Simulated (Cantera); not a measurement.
# Transport properties of process gases

Gas mixture: 100 % H2, at 64.5 Torr, frozen composition.

Cantera's kinetic-theory transport with the Lennard-Jones parameters of GRI-Mech 3.0, ideal gas; thermal conductivity in the multicomponent form.

```json
[
 {"T (K)": "400", "ρ (kg/m³)": "0.00521", "cp (J/kg/K)": "14520", "μ (µPa s)": "10.9", "λ (mW/m/K)": "229", "Pr": "0.689", "D (cm²/s) O": "20.8", "D (cm²/s) NO": "14.9", "D (cm²/s) OH": "20.7"},
 {"T (K)": "500", "ρ (kg/m³)": "0.00417", "cp (J/kg/K)": "14530", "μ (µPa s)": "12.6", "λ (mW/m/K)": "265", "Pr": "0.689", "D (cm²/s) O": "30.2", "D (cm²/s) NO": "21.7", "D (cm²/s) OH": "30.1"},
 {"T (K)": "600", "ρ (kg/m³)": "0.00348", "cp (J/kg/K)": "14510", "μ (µPa s)": "14.1", "λ (mW/m/K)": "298", "Pr": "0.688", "D (cm²/s) O": "40.9", "D (cm²/s) NO": "29.4", "D (cm²/s) OH": "40.8"},
 {"T (K)": "700", "ρ (kg/m³)": "0.00298", "cp (J/kg/K)": "14560", "μ (µPa s)": "15.6", "λ (mW/m/K)": "331", "Pr": "0.688", "D (cm²/s) O": "52.8", "D (cm²/s) NO": "38.0", "D (cm²/s) OH": "52.7"},
 {"T (K)": "800", "ρ (kg/m³)": "0.00261", "cp (J/kg/K)": "14690", "μ (µPa s)": "17.0", "λ (mW/m/K)": "364", "Pr": "0.688", "D (cm²/s) O": "66.0", "D (cm²/s) NO": "47.5", "D (cm²/s) OH": "65.7"},
 {"T (K)": "900", "ρ (kg/m³)": "0.00232", "cp (J/kg/K)": "14870", "μ (µPa s)": "18.4", "λ (mW/m/K)": "397", "Pr": "0.689", "D (cm²/s) O": "80.2", "D (cm²/s) NO": "57.8", "D (cm²/s) OH": "79.9"}
]
```
D: mixture-averaged diffusion coefficient of that species in the mixture.
